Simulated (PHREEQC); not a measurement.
FeCl3 is added in steps, without added water, to 1 kg of water holding 7 mmol/kgw Na2SeO4, 0.08 mmol/kgw NaHF2 and 0.21 mmol/kgw CsCl, at 25 °C. O2 is buffered at 0.21 atm. The system is closed to CO2. Only these solids could form: Fe(OH)3(a), Halite.

Base run: PHREEQC, ion-association model, wateq4f.dat. Each further column changes one thing. The table gives F- (mol/kgw).

```tsv
FeCl3 added (mol)	base	0.00022 mol/kgw TMAH added	diluted 100-fold with water	NaHF2 from 8e-05 to 8e-06 mol/kgw	no solid may form
0	0.000149	0.000159	1.60e-6	1.58e-5	0.000149
0.0014	1.01e-6	1.12e-6	6.55e-9	9.18e-8	1.01e-6
0.00245	4.19e-7	4.51e-7	2.99e-9	3.99e-8	4.19e-7
0.00385	2.25e-7	2.36e-7	1.73e-9	2.18e-8	2.25e-7
0.00525	1.53e-7	1.59e-7	1.23e-9	1.50e-8	1.53e-7
0.0063	1.24e-7	1.28e-7	1.02e-9	1.22e-8	1.24e-7
0.0077	1.00e-7	1.02e-7	8.45e-10	9.86e-9	1.00e-7
0.00875	8.76e-8	8.93e-8	7.52e-10	?	8.76e-8
0.01015	7.56e-8	?	6.60e-10	?	7.56e-8
0.01155	6.68e-8	6.78e-8	5.91e-10	6.62e-9	6.68e-8
0.0126	6.16e-8	6.25e-8	5.51e-10	6.12e-9	6.16e-8
0.014	5.61e-8	?	5.06e-10	5.57e-9	5.61e-8
```

Question: Fill in the missing entries.

Answer: 
- 0.00875, NaHF2 from 8e-05 to 8e-06 mol/kgw: 8.66e-9
- 0.01015, 0.00022 mol/kgw TMAH added: 7.69e-8
- 0.01015, NaHF2 from 8e-05 to 8e-06 mol/kgw: 7.48e-9
- 0.014, 0.00022 mol/kgw TMAH added: 5.68e-8

Fluoro complexes past AlF4- and FeF3 are missing from the database. (CH3)4N+ isn't in the database: it is added as a free cation with an ion size of 4 Å. In at least one series the solution becomes supersaturated in solids that the run did not let form, among them Fe(OH)3(a).
